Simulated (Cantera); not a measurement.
Feed: 1 mol Si, 1.4 mol Cl2, 14 mol H2, at 1398.15 K.

Equilibrium computed with Cantera from the NASA thermochemical tables; the gas is ideal and each condensed phase is pure. Candidate condensed phases: Si; 19 gas species. Gases not in the tables: Si2H6 and higher silanes. Equilibrium is a limit: real reactors are often held back by kinetics, nucleation or transport.

**Question.** What share of the Si ends up in condensed phases as a function of P (Pa), at 10000, 23000, 51000, 120000, 260000, 590000, 1300000, 3000000?

**Answer.** 
```json
[
 {"P (Pa)": "10000", "Si condensed (%)": "40.5", "as": "Si(s)"},
 {"P (Pa)": "23000", "Si condensed (%)": "40.0", "as": "Si(s)"},
 {"P (Pa)": "51000", "Si condensed (%)": "39.0", "as": "Si(s)"},
 {"P (Pa)": "120000", "Si condensed (%)": "37.3", "as": "Si(s)"},
 {"P (Pa)": "260000", "Si condensed (%)": "34.9", "as": "Si(s)"},
 {"P (Pa)": "590000", "Si condensed (%)": "31.6", "as": "Si(s)"},
 {"P (Pa)": "1300000", "Si condensed (%)": "27.7", "as": "Si(s)"},
 {"P (Pa)": "3000000", "Si condensed (%)": "22.8", "as": "Si(s)"}
]
```
